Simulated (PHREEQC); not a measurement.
Acid rinse or clean: speciation

Solution (67 °C): 0.24 mol HNO3, 0.15 mol NiCl2 and 0.0019 mol CuCl2 per kg of water. Closed to the air; pH follows from the charge balance.

The numbers come from PHREEQC with the ion-association model, wateq4f.dat.

- pH = 0.75
- ionic strength = 0.634 mol/kgw
- activity of water = 0.985
- total alkalinity = -240 meq/kg

| species | molality | activity | log γ |
|---|---|---|---|
| Cl- | 0.269 | 0.163 | -0.219 |
| H+ | 0.240 | 0.178 | -0.130 |
| NO3- | 0.240 | 0.137 | -0.245 |
| Ni+2 | 0.124 | 0.0340 | -0.561 |
| NiCl+ | 0.0192 | 0.0139 | -0.140 |
| NiCl2 | 0.00710 | 0.00822 | 0.063 |
| Cu+2 | 0.000962 | 0.000202 | -0.678 |
| CuCl+ | 0.000877 | 0.000537 | -0.213 |
| CuCl2 | 6.04e-5 | 6.99e-5 | 0.063 |

Precipitation was switched off in this run. Complexes and solids missing from the database can't appear. Constants without temperature data keep their 25 °C values here.
